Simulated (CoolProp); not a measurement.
Saturation properties of chlorine (Tc = 416.9 K, pc = 7.642 MPa, ω = 0.070).

Computed with CoolProp (reference Helmholtz-energy equation of state, Thol 2021).

| T (K) | p (MPa) | liquid density (kg/m³) | vapour density (kg/m³) | enthalpy of vaporisation (kJ/kg) | liquid cp (kJ/(kg K)) |
|---|---|---|---|---|---|
| 208.2 | 0.02051 | 1648 | 0.8470 | 303.8 | 0.9381 |
| 212.7 | 0.02673 | 1636 | ? | ? | 0.9378 |
| 217.3 | 0.03459 | 1623 | 1.374 | ? | 0.9376 |
| 221.8 | 0.04399 | 1611 | 1.716 | 296.6 | 0.9377 |
| 226.4 | 0.05563 | 1599 | 2.132 | 294.1 | 0.9381 |
| 230.9 | 0.06927 | 1586 | 2.611 | ? | 0.9388 |
| 235.4 | 0.08546 | 1574 | 3.170 | ? | 0.9397 |
| 240 | 0.1050 | 1561 | 3.834 | 286.5 | 0.9410 |
| 244.5 | ? | ? | 4.581 | 283.9 | ? |
| 249.1 | 0.1537 | 1536 | 5.456 | 281.2 | 0.9445 |
| 253.6 | 0.1835 | 1524 | 6.431 | 278.5 | 0.9468 |
| 258.1 | 0.2177 | 1511 | 7.534 | 275.8 | 0.9495 |

Complete the blanks.


- 212.7, vapour density (kg/m³): 1.082
- 212.7, enthalpy of vaporisation (kJ/kg): 301.4
- 217.3, enthalpy of vaporisation (kJ/kg): 299.0
- 230.9, enthalpy of vaporisation (kJ/kg): 291.6
- 235.4, enthalpy of vaporisation (kJ/kg): 289.1
- 244.5, p (MPa): 0.1273
- 244.5, liquid density (kg/m³): 1549
- 244.5, liquid cp (kJ/(kg K)): 0.9426

It boils at 239.2 K under 1 atm.
